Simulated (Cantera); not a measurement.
# Stirred combustor or abatement burner

A perfectly stirred reactor is fed with CH4 : H2 : O2 : N2 = 1 : 0.36 : 5.07 : 19.1 (molar parts), equivalence ratio 0.43, at 5.13 atm; it is adiabatic with a 700 K inlet, and is followed from long to short residence time, starting on the burning branch (τ in s: 0.12, 0.061, 0.031, 0.015, 0.0078, 0.0039, 0.002, 0.00099, 0.0005, 0.00025, 0.00013, 6.3e-05).

Detailed kinetics in Cantera: GRI-Mech 3.0 (53 species, 325 reactions).

| τ (s) | T (K) | x CH4 | x H2 | x O2 | x C2H6 | x N2O |
|---|---|---|---|---|---|---|
| 0.12 | 1685 | 6.26e-6 | 9.36e-6 | 0.114 | 5.26e-10 | 5.84e-7 |
| 0.061 | 1684 | 1.02e-5 | 1.44e-5 | 0.114 | 1.25e-9 | 7.89e-7 |
| 0.031 | 1683 | 1.64e-5 | 2.26e-5 | 0.114 | 2.77e-9 | 1.08e-6 |
| 0.015 | 1681 | 2.70e-5 | 3.71e-5 | 0.114 | 6.14e-9 | 1.49e-6 |
| 0.0078 | 1679 | 4.21e-5 | 5.83e-5 | 0.114 | 1.21e-8 | 1.90e-6 |
| 0.0039 | 1674 | 6.78e-5 | 9.49e-5 | 0.114 | 2.43e-8 | 2.30e-6 |
| 0.0020 | 1668 | 0.000108 | 0.000153 | 0.115 | 4.72e-8 | 2.51e-6 |
| 0.00099 | 1656 | 0.000181 | 0.000257 | 0.115 | 9.83e-8 | 2.46e-6 |
| 0.00050 | 1637 | 0.000316 | 0.000440 | 0.116 | 2.26e-7 | 2.15e-6 |
| 0.00025 | 1597 | 0.000666 | 0.000861 | 0.119 | 8.34e-7 | 1.54e-6 |
| 0.00013 | 700 | 0.0392 | 0.0141 | 0.199 | <1e-12 | <1e-12 |
| 6.3e-5 | 700 | 0.0392 | 0.0141 | 0.199 | <1e-12 | <1e-12 |
x: mole fraction; the columns are a selection and need not sum to one.
